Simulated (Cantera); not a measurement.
Charge: 1 mol Si, 3.1 mol Br₂, 47 mol H₂, equilibrated at 0.000470 bar.

These are equilibrium values from Cantera (NASA tables, ideal gas, pure condensed phases), not measurements of a reactor. Candidate condensed phases: Br₂, Si; 19 gas species. The tables' values for SiBr₃ are old estimates; treat these amounts as uncertain. The numbers say what is thermodynamically allowed, not how fast it happens. All values below are at 1175 K.

Base state: H₂ 0.892, HBr 0.0922, SiBr₂ 0.0150, Br 0.000266, SiBr₃ 0.000177, SiBr₄ 0.000162, SiHBr₃ 2.22e-5 (mole fractions); condensed: Si(s).

**Question.** What changes in the equilibrium state with this change: H₂ from 47 to 4.7 mol?

**Answer.** 
| species | before | after |
|---|---|---|
| HBr | 0.0922 | 0.461 |
| H₂ | 0.892 | 0.402 |
| SiBr₂ | 0.0150 | 0.0795 |
| SiBr₄ | 0.000162 | 0.0476 |
| SiBr₃ | 0.000177 | 0.00696 |
| SiHBr₃ | 2.22e-5 | 0.000587 |
| Br | 0.000266 | 0.00198 |
| Si(s), mol | 0.230 | 0 |
